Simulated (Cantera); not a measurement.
Feed: 1 mol SiH4, 0.8 mol NH3, 13 mol N2, held at 2025 K and 0.00133 bar.

Cantera equilibrium calculation (NASA polynomials, part measured and part estimated; ideal gas, pure solids and liquids). Candidate condensed phases: Si, Si3N4; 18 gas species. The tables' values for SiN are old estimates; treat these amounts as uncertain. Gases not in the tables: Si2H6 and higher silanes. Kinetics and transport are ignored.

Base state: N2 0.762, H2 0.171, Si 0.0437, H 0.0218, Si2 0.000480, Si2N 0.000438, SiH 0.000422, SiN 0.000342 (mole fractions); condensed: Si(l).

### Question
What changes in the equilibrium state with this change: temperature from 2025 K to 1000 K?

### Answer
| species | before | after |
|---|---|---|
| N2 | 0.762 | 0.799 |
| H2 | 0.171 | 0.201 |
| H | 0.0218 | 2.79e-8 |
| Si | 0.0437 | <1e-9 |
| Si2 | 0.000480 | <1e-9 |
| Si2N | 0.000438 | <1e-9 |
| Si(l), mol | 0.181 | 0 |
| Si3N4(s), mol | 0 | 0.333 |

### Question
What changes in the equilibrium state with this change: pressure from 0.00133 bar to 0.0133 bar?

### Answer
```tsv
species	before	after
N2	0.762	0.800
H2	0.171	0.187
H	0.0218	0.00722
Si	0.0437	0.00437
Si3	0.000102	1.02e-5
Si2	0.000480	4.80e-5
Si2N	0.000438	0.000142
Si(l), mol	0.181	0.915
```
